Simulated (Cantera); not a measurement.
Charge: 1 mol CHF3, 0.19 mol HCl, equilibrated at 32.3 Torr.

Method: chemical equilibrium by Gibbs-energy minimisation in Cantera with the NASA 1993 tables (ideal gas, pure condensed phases). Candidate condensed phases: C, C6H6, C7H8, C8H18; 118 gas species. The numbers say what is thermodynamically allowed, not how fast it happens.

Question: Which condensed phases are stable at each of these points (T (K)): 2798, 2848, 2898, 2948, 2998, 3048, 3098, 3148, 3198, 3248, 3298, 3348, 3398?

Answer: 
```csv
T (K),condensed phases,C condensed (%)
2798,C(graphite),59.5
2848,C(graphite),61.9
2898,C(graphite),63.2
2948,C(graphite),63.1
2998,C(graphite),61.1
3048,C(graphite),56.3
3098,C(graphite),47.3
3148,C(graphite),31.7
3198,C(graphite),5.6
3248,gas only,0.0
3298,gas only,0.0
3348,gas only,0.0
3398,gas only,0.0
```

From 2798 K to 3198 K the condensed part is C(graphite). From 3248 K to 3398 K nothing is condensed.
